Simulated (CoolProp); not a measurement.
Saturation properties of sulfur hexafluoride (Tc = 318.7 K, pc = 3755 kPa, ω = 0.210).

Computed with CoolProp (reference Helmholtz-energy equation of state, Guder 2009).

```json
[
 {"T (K)": "243.6", "p (kPa)": "500.2", "vapour density (kg/m³)": "41.03", "enthalpy of vaporisation (kJ/kg)": "101.5", "vapour viscosity (µPa s)": "13.0"},
 {"T (K)": "245.6", "p (kPa)": "536.1", "vapour density (kg/m³)": "43.92", "enthalpy of vaporisation (kJ/kg)": "100.5", "vapour viscosity (µPa s)": "13.1"},
 {"T (K)": "247.6", "p (kPa)": "574.0", "vapour density (kg/m³)": "46.97", "enthalpy of vaporisation (kJ/kg)": "99.48", "vapour viscosity (µPa s)": "13.3"},
 {"T (K)": "249.7", "p (kPa)": "615.8", "vapour density (kg/m³)": "(withheld)", "enthalpy of vaporisation (kJ/kg)": "98.38", "vapour viscosity (µPa s)": "13.4"},
 {"T (K)": "251.7", "p (kPa)": "657.7", "vapour density (kg/m³)": "53.78", "enthalpy of vaporisation (kJ/kg)": "97.30", "vapour viscosity (µPa s)": "13.5"},
 {"T (K)": "253.7", "p (kPa)": "(withheld)", "vapour density (kg/m³)": "57.39", "enthalpy of vaporisation (kJ/kg)": "96.21", "vapour viscosity (µPa s)": "13.6"},
 {"T (K)": "255.8", "p (kPa)": "750.2", "vapour density (kg/m³)": "61.39", "enthalpy of vaporisation (kJ/kg)": "95.03", "vapour viscosity (µPa s)": "13.7"},
 {"T (K)": "257.8", "p (kPa)": "798.7", "vapour density (kg/m³)": "65.42", "enthalpy of vaporisation (kJ/kg)": "93.88", "vapour viscosity (µPa s)": "13.9"},
 {"T (K)": "259.8", "p (kPa)": "849.4", "vapour density (kg/m³)": "69.67", "enthalpy of vaporisation (kJ/kg)": "92.70", "vapour viscosity (µPa s)": "14.0"},
 {"T (K)": "261.9", "p (kPa)": "905.3", "vapour density (kg/m³)": "74.38", "enthalpy of vaporisation (kJ/kg)": "91.44", "vapour viscosity (µPa s)": "(withheld)"},
 {"T (K)": "263.9", "p (kPa)": "960.9", "vapour density (kg/m³)": "79.13", "enthalpy of vaporisation (kJ/kg)": "(withheld)", "vapour viscosity (µPa s)": "14.3"},
 {"T (K)": "265.9", "p (kPa)": "1019", "vapour density (kg/m³)": "84.14", "enthalpy of vaporisation (kJ/kg)": "88.93", "vapour viscosity (µPa s)": "14.4"},
 {"T (K)": "268", "p (kPa)": "1083", "vapour density (kg/m³)": "89.71", "enthalpy of vaporisation (kJ/kg)": "87.56", "vapour viscosity (µPa s)": "14.5"},
 {"T (K)": "270", "p (kPa)": "1146", "vapour density (kg/m³)": "95.32", "enthalpy of vaporisation (kJ/kg)": "86.22", "vapour viscosity (µPa s)": "14.7"},
 {"T (K)": "272", "p (kPa)": "1212", "vapour density (kg/m³)": "101.3", "enthalpy of vaporisation (kJ/kg)": "84.83", "vapour viscosity (µPa s)": "14.8"}
]
```

Problem. What belongs in the gaps?

Solution. 
- 249.7, vapour density (kg/m³): 50.37
- 253.7, p (kPa): 701.7
- 261.9, vapour viscosity (µPa s): 14.1
- 263.9, enthalpy of vaporisation (kJ/kg): 90.20

Viscosity comes from a separate model (Quiñones-Cisneros 2012).
